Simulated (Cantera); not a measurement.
# SiHCl₃ + C₂H₄ + H₂ (silicon carbide growth)

Input: 1 mol SiHCl₃, 0.095 mol C₂H₄, 81 mol H₂, at 0.0133 bar.

These are equilibrium values from Cantera (NASA tables, ideal gas, pure condensed phases), not measurements of a reactor. Candidate condensed phases: C, C₆H₆, C₇H₈, C₈H₁₈, Si, SiC; 109 gas species. Mutual solubility and eutectic melting of coexisting phases are not modelled. The tables' values for SiCl₃ are old estimates; treat these amounts as uncertain. Rates play no part.

| T (°C) | x H₂ | x HCl | x SiCl₂ | x SiCl₄ | x SiHCl₃ | x SiCl₃ | n Si(s) | n SiC(s) |
|---|---|---|---|---|---|---|---|---|
| 777 | 0.975 | 0.0206 | 0.000814 | 0.00235 | 0.00115 | 0.000325 | 0.420 | 0.190 |
| 827 | 0.971 | 0.0253 | 0.00134 | 0.00124 | 0.000703 | 0.000345 | 0.505 | 0.190 |
| 877 | 0.969 | 0.0283 | 0.00182 | 0.000520 | 0.000361 | 0.000295 | 0.558 | 0.190 |
| 927 | 0.967 | 0.0298 | 0.00217 | 0.000188 | 0.000166 | 0.000216 | 0.581 | 0.190 |
| 977 | 0.967 | 0.0303 | 0.00239 | 6.59e-5 | 7.48e-5 | 0.000148 | 0.586 | 0.190 |
| 1027 | 0.967 | 0.0304 | 0.00256 | 2.38e-5 | 3.45e-5 | 0.000101 | 0.584 | 0.190 |
| 1077 | 0.967 | 0.0304 | 0.00269 | 9.13e-6 | 1.66e-5 | 7.01e-5 | 0.578 | 0.190 |
| 1127 | 0.967 | 0.0303 | 0.00280 | 3.71e-6 | 8.39e-6 | 4.95e-5 | 0.572 | 0.190 |
| 1177 | 0.967 | 0.0301 | 0.00290 | 1.60e-6 | 4.43e-6 | 3.56e-5 | 0.565 | 0.190 |
| 1227 | 0.967 | 0.0300 | 0.00299 | 7.30e-7 | 2.44e-6 | 2.62e-5 | 0.559 | 0.190 |
| 1277 | 0.967 | 0.0298 | 0.00307 | 3.50e-7 | 1.39e-6 | 1.96e-5 | 0.552 | 0.190 |
x: gas mole fraction; n: condensed amount in mol.

From 777 °C to 1277 °C the condensed part is Si(s) + SiC(s). The main Si-bearing gas is SiCl₄ at 777 °C and SiCl₂ at 1277 °C. The share of Si in condensed phases is highest at 977 °C (77.6 %) and lowest at 777 °C (61.0 %).
